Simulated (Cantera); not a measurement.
**Equilibrium for silicon oxide and oxynitride deposition: TEOS + O₂ + N₂**

Input: 1 mol TEOS, 0.27 mol O₂, 12 mol N₂, held at 1.33 mbar.

Cantera equilibrium calculation (NASA polynomials, part measured and part estimated; ideal gas, pure solids and liquids). Candidate condensed phases: C, C₆H₆, C₇H₈, C₈H₁₈, H₂O, Si, SiC, SiO₂, Si₂N₂O, Si₃N₄; 151 gas species. The feed counts by its element totals alone. N₂ is the only nitrogen source here; it is nearly inert below about 1500 K, so the nitride shown seldom forms there in practice. Equilibrium is a limit: real reactors are often held back by kinetics, nucleation or transport.

| T (°C) | log p N₂ | log p H₂ | log p CO | log p H | log p CO₂ | n C(graphite) | n SiO₂(α-quartz) | n SiO₂(β-quartz) | n Si₂N₂O(s) | n SiC(s) |
|---|---|---|---|---|---|---|---|---|---|---|
| 475 | -3.18 | -3.27 | -3.93 | -14.17 | -5.09 | 5.70 | 1.00 | 0 | 0 | 0 |
| 575 | -3.19 | -3.27 | -3.86 | -12.35 | -6.37 | 5.47 | 0 | 1.00 | 0 | 0 |
| 675 | -3.19 | -3.27 | -3.86 | -10.91 | -7.48 | 5.46 | 0 | 1.00 | 0 | 0 |
| 775 | -3.19 | -3.27 | -3.86 | -9.74 | -8.37 | 5.46 | 0 | 1.00 | 0 | 0 |
| 875 | -3.22 | -3.28 | -3.68 | -8.79 | -8.74 | 3.96 | 0 | 0 | 0.500 | 0 |
| 975 | -3.22 | -3.28 | -3.68 | -7.97 | -9.36 | 3.96 | 0 | 0 | 0.500 | 0 |
| 1075 | -3.22 | -3.28 | -3.68 | -7.28 | -9.88 | 3.96 | 0 | 0 | 0.500 | 0 |
| 1175 | -3.22 | -3.30 | -3.64 | -6.69 | -10.26 | 2.47 | 0 | 0 | 0 | 0.993 |
| 1275 | -3.22 | -3.30 | -3.64 | -6.16 | -10.64 | 2.46 | 0 | 0 | 0 | 0.989 |
| 1375 | -3.22 | -3.30 | -3.64 | -5.70 | -10.98 | 2.46 | 0 | 0 | 0 | 0.984 |
| 1475 | -3.22 | -3.30 | -3.64 | -5.29 | -11.28 | 2.45 | 0 | 0 | 0 | 0.978 |
| 1575 | -3.22 | -3.31 | -3.65 | -4.93 | -11.54 | 2.43 | 0 | 0 | 0 | 0.967 |
| 1675 | -3.23 | -3.32 | -3.65 | -4.61 | -11.78 | 2.41 | 0 | 0 | 0 | 0.940 |
log p: log10 of the partial pressure in bar; n: condensed amount in mol.

At 475 °C the condensed part is C(graphite) + SiO₂(α-quartz). From 575 °C to 775 °C the condensed part is C(graphite) + SiO₂(β-quartz). From 875 °C to 1075 °C the condensed part is C(graphite) + Si₂N₂O(s). From 1175 °C to 1675 °C the condensed part is C(graphite) + SiC(s).
